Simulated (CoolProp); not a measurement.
Saturation properties of octamethylcyclotetrasiloxane (D4) (Tc = 586.5 K, pc = 1.347 MPa, ω = 0.598).

Computed with CoolProp (reference Helmholtz-energy equation of state, Thol 2015).

| T (K) | p (MPa) | vapour density (kg/m³) | enthalpy of vaporisation (kJ/kg) | liquid cp (kJ/(kg K)) |
|---|---|---|---|---|
| 312 | 0.0003554 | 0.04068 | 180.4 | 1.694 |
| 315.5 | 0.0004466 | 0.05055 | 179.1 | 1.700 |
| 319.1 | 0.0005609 | 0.06279 | 177.8 | 1.707 |
| 322.7 | 0.0006999 | 0.07750 | 176.5 | 1.713 |
| 326.2 | 0.0008626 | 0.09452 | 175.2 | 1.720 |
| 329.8 | 0.001063 | 0.1152 | 174.0 | 1.726 |
| 333.4 | 0.001302 | 0.1397 | 172.7 | 1.733 |
| 336.9 | 0.001578 | 0.1676 | 171.4 | 1.740 |
| 340.5 | 0.001911 | 0.2010 | 170.1 | 1.747 |
| 344.1 | 0.002303 | 0.2398 | 168.9 | 1.754 |

It boils at 448.9 K under 1 atm.
